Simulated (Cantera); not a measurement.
Feed: 1 mol Si, a varied amount of F2, 2.2 mol SF6, held at 823 K and 34.0 mbar.

Method: chemical equilibrium by Gibbs-energy minimisation in Cantera with the NASA 1993 tables (ideal gas, pure condensed phases). Candidate condensed phases: S, Si; 21 gas species. Kinetics and transport are ignored.

Q: At 4.2 mol F2, list the 4 most abundant gas species with their mole fractions, and the condensed phases.

A: SF6 0.399, F2 0.380, SiF4 0.182, F 0.0392. Condensed: gas only.
